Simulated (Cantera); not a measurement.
Charge: 1 mol FeS2, 2.6 mol H2S, 0.3 mol CO2, at 0.133 bar.

Cantera equilibrium calculation (NASA polynomials, part measured and part estimated; ideal gas, pure solids and liquids). Candidate condensed phases: C, C6H6, C7H8, C8H18, Fe, Fe(CO)5, FeO, Fe(OH)2, Fe(OH)3, FeS, FeSO4, FeS2, Fe2O3, Fe2(SO4)3, Fe3O4, H2O, H2SO4, S; 127 gas species. FeS: taken at fixed stoichiometry. Gases not in the tables: S3 to S7. Kinetics and transport are ignored.

Task: Which condensed phases are stable at each of these points (T (°C)): 502, 652, 802, 952, 1102, 1252, 1402, 1552?

Result: 
| T (°C) | condensed phases | Fe condensed (%) |
|---|---|---|
| 502 | FeS2(s) | 100.0 |
| 652 | FeS(s) | 100.0 |
| 802 | FeS(s) | 100.0 |
| 952 | FeS(s) | 100.0 |
| 1102 | FeS(s) | 100.0 |
| 1252 | FeS(l) | 100.0 |
| 1402 | FeS(l) | 100.0 |
| 1552 | FeS(l) | 100.0 |

At 502 °C the condensed part is FeS2(s). From 652 °C to 1102 °C the condensed part is FeS(s). From 1252 °C to 1552 °C the condensed part is FeS(l).
